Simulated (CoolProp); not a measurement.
A single-stage vapour-compression cycle with cis-2-butene: evaporating at 298.15 K (dew point), condensing at 327.15 K (bubble point), superheat 2 K, subcooling 5 K, compressor efficiency 0.7, no pressure losses. Each further row changes one setting.

The numbers come from the reference Helmholtz-energy equation of state, Lemmon 2005 in CoolProp. It is a short technical equation, of lower accuracy than the large ones.

```csv
case,cooling COP,pressure ratio,discharge temperature (K),refrigerating effect (kJ/kg),volumetric capacity (kJ/m³)
as stated,[?],2.32,338.7,340,1750
evaporating temperature 303.15 K,[?],1.98,336.7,346,2070
condensing temperature 322.15 K,8.19,2.03,332.5,352,1810
subcooling 10 K,[?],2.32,338.7,352,1810
superheat 12 K,6.67,2.32,348.8,[?],1760
compressor efficiency 0.6,5.69,2.32,343.5,340,1750
```

Task: Fill in the missing entries.

Result: 
- as stated, cooling COP: 6.64
- evaporating temperature 303.15 K, cooling COP: 8.30
- subcooling 10 K, cooling COP: 6.87
- superheat 12 K, refrigerating effect (kJ/kg): 356
